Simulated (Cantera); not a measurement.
Input: 1 mol CH3F, 1.2 mol HCl, 7.4 mol H2, at 1375 K and 0.00120 bar.

Equilibrium computed with Cantera from the NASA thermochemical tables; the gas is ideal and each condensed phase is pure. Candidate condensed phases: C, C6H6, C7H8, C8H18; 118 gas species. Kinetics and transport are ignored.

### Question
What is the equilibrium state?

### Answer
```
Quantity                Result
-------------------  ---------
x(H2)                    0.792
x(HCl)                   0.113
x(HF)                   0.0943
x(H)                   8.80e-5
x(Cl)                  1.04e-5
x(CH4)                 3.75e-6
x(C2H2 (acetylene))    1.41e-6
n(C(graphite))       1.000 mol
gas amount           10.60 mol
```
